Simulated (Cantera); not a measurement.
An isothermal plug-flow reactor at 623 K and 46000 Pa (inlet), inlet velocity 0.56 m/s, active area per volume 860 1/m; feed H2 : O2 : N2 = 0.0067 : 0.074 : 0.79 (molar parts).

Model: Deutschmann's 1995 Pt surface mechanism with GRI-Mech 3.0 gas chemistry, integrated in Cantera. Catalytic surfaces can have several steady states; this one follows from the mechanism file's or the stated starting coverage. Mass transfer to the wall is taken as infinitely fast.

**Question.** Predict: x(H2) at z = 0.02 m; x(O2) at z = 0.02 m; x(H2O) at z = 0.02 m; θ(free Pt) at the exit; θ(O*) at the exit; θ(OH*) at the exit.

**Answer.** 
- x(H2) at z = 0.02 m = 2.02e-5
- x(O2) at z = 0.02 m = 0.0815
- x(H2O) at z = 0.02 m = 0.00770
- θ(free Pt) at the exit = 0.00260
- θ(O*) at the exit = 0.996
- θ(OH*) at the exit = 0.00107
